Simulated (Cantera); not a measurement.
A closed system holds: 1 mol V₂O₃, 27 mol H₂, equilibrated at 45.0 Torr.

Cantera equilibrium calculation (NASA polynomials, part measured and part estimated; ideal gas, pure solids and liquids). Candidate condensed phases: H₂O, V, VO, V₂O₃, V₂O₄, V₂O₅; 12 gas species. Mutual solubility and eutectic melting of coexisting phases are not modelled. VO: taken at fixed stoichiometry. Condensed phases not in the tables: the oxides between V₂O₃ and V₂O₅ other than VO₂. Rates play no part.

At 1498 K, list the 3 most abundant gas species with their mole fractions, and the condensed phases.

H₂ 0.996, H₂O 0.00360, H 7.00e-5. Condensed: VO(s) + V₂O₃(s).
